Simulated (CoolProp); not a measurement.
Fluoroethane (R161) along the isotherm 32.25 °C: fugacity coefficient from the reference equation and from simpler models built on Tc = 102.1 °C, pc = 5.010 MPa, ω = 0.216; each cubic takes its own stable root.

Model: reference Helmholtz-energy equation of state, Wu 2012, in CoolProp.

| p (MPa) | phase | reference | van der Waals | Peng-Robinson |
|---|---|---|---|---|
| 0.0158 | gas | 0.9978 | 0.9985 | 0.9978 |
| 0.036 | gas | 0.9950 | 0.9965 | 0.9950 |
| 0.0819 | gas | 0.9886 | 0.9921 | 0.9887 |
| 0.186 | gas | 0.9741 | 0.9821 | 0.9744 |
| 0.424 | gas | 0.9410 | 0.9592 | 0.9420 |
| 0.965 | gas | 0.8654 | 0.9071 | 0.8691 |
| 2.2 | liquid | 0.4426 | 0.7581 | 0.4457 |
| 5 | liquid | 0.2099 | 0.3806 | 0.2124 |
